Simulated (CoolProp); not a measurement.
Vapour-liquid equilibrium of n-butane (1) + cyclohexane (2) at 287.1 K; x and y are mole fractions of (1).

Computed with CoolProp (multi-fluid Helmholtz-energy mixture model, Bücker 2006 and Zhou 2014; pair parameters Bell 2016).

### Question
Give the bubble pressure and the first vapour's composition at x = 0.125, 0.425, 0.95. Is there an azeotrope?

### Answer
x = 0.125: 23.84 kPa, y = 0.716; x = 0.425: 74.67 kPa, y = 0.942; x = 0.95: 161.6 kPa, y = 0.997. No azeotrope shows between x = 0.05 and 0.95.

Pair parameters are fitted to limited data, so mixtures are less certain than the pure fluids.
